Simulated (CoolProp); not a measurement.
A single-stage vapour-compression cycle with the fluid: evaporating at 203.15 K (dew point), condensing at 260.15 K (bubble point), superheat 8 K, subcooling 0 K, compressor efficiency 0.6, no pressure losses. The same conditions are run with several fluids, on thermodynamics alone (safety and materials aside).

The numbers come from the reference Helmholtz-energy equation of state of each fluid (fluoroethane (R161): Wu 2012; propylene: Lemmon 2013; R125: Lemmon 2005; propane: Lemmon 2009; hydrogen chloride: Thol 2018; CH3F (R41): Lemmon 2006) in CoolProp.

```json
[
 {"fluid": "fluoroethane (R161)", "cooling COP": "1.69", "pressure ratio": "16.1", "discharge temperature (K)": "382.6", "refrigerating effect (kJ/kg)": "354", "volumetric capacity (kJ/m³)": "169"},
 {"fluid": "propylene", "cooling COP": "1.69", "pressure ratio": "12.1", "discharge temperature (K)": "353.2", "refrigerating effect (kJ/kg)": "346", "volumetric capacity (kJ/m³)": "270"},
 {"fluid": "R125", "cooling COP": "1.61", "pressure ratio": "14.5", "discharge temperature (K)": "315.0", "refrigerating effect (kJ/kg)": "116", "volumetric capacity (kJ/m³)": "242"},
 {"fluid": "propane", "cooling COP": "1.70", "pressure ratio": "12.8", "discharge temperature (K)": "339.9", "refrigerating effect (kJ/kg)": "335", "volumetric capacity (kJ/m³)": "208"},
 {"fluid": "hydrogen chloride", "cooling COP": "1.52", "pressure ratio": "8.20", "discharge temperature (K)": "488.2", "refrigerating effect (kJ/kg)": "334", "volumetric capacity (kJ/m³)": "1600"},
 {"fluid": "CH3F (R41)", "cooling COP": "1.55", "pressure ratio": "8.97", "discharge temperature (K)": "417.6", "refrigerating effect (kJ/kg)": "360", "volumetric capacity (kJ/m³)": "1150"}
]
```
